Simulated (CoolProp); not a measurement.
Vapour pressure (MPa) of n-heptane: the reference equation beside estimates from Tc = 541.2 K, pc = 2.774 MPa, ω = 0.349. Clausius-Clapeyron is anchored at 388.1 K with a constant enthalpy of vaporisation of 30.51 kJ/mol.

Model: reference Helmholtz-energy equation of state, Span 2003, in CoolProp. It is a short technical equation, of lower accuracy than the large ones.

```tsv
T (K)	reference	Lee-Kesler	Clausius-Clapeyron	van der Waals	Redlich-Kwong	Soave-Redlich-Kwong	Peng-Robinson
384.5	0.1461	…	0.1473	0.5993	0.2744	0.1453	0.1448
388.1	0.1609	0.1603	0.1609	0.6281	0.2963	0.1602	0.1595
391.7	0.1768	0.1764	0.1755	…	0.3194	0.1762	0.1753
395.3	0.1940	0.1936	0.1911	0.6882	0.3437	0.1935	0.1923
398.9	0.2124	0.2121	0.2079	0.7196	0.3693	0.2121	0.2106
402.5	0.2321	0.2320	0.2257	0.7519	0.3962	0.2320	0.2302
406.1	0.2531	0.2532	0.2447	0.7852	0.4245	0.2533	0.2511
409.7	0.2756	0.2759	0.2649	0.8194	0.4542	0.2762	0.2735
413.3	…	…	0.2864	…	0.4853	0.3005	0.2975
416.9	0.3252	0.3258	0.3092	…	0.5179	…	0.3230
```

Task: What belongs in the gaps?

Result: 
- 384.5, Lee-Kesler: 0.1454
- 391.7, van der Waals: 0.6577
- 413.3, reference: 0.2996
- 413.3, Lee-Kesler: 0.3001
- 413.3, van der Waals: 0.8545
- 416.9, van der Waals: 0.8905
- 416.9, Soave-Redlich-Kwong: 0.3265

Absolute difference from the reference over all 10 rows, mean and median: Lee-Kesler 0.2 and 0.2 %, Clausius-Clapeyron 2.4 and 2.4 %, van der Waals 235.7 and 231.4 %, Redlich-Kwong 72.8 and 72.3 %, Soave-Redlich-Kwong 0.3 and 0.3 %, Peng-Robinson 0.8 and 0.8 %.
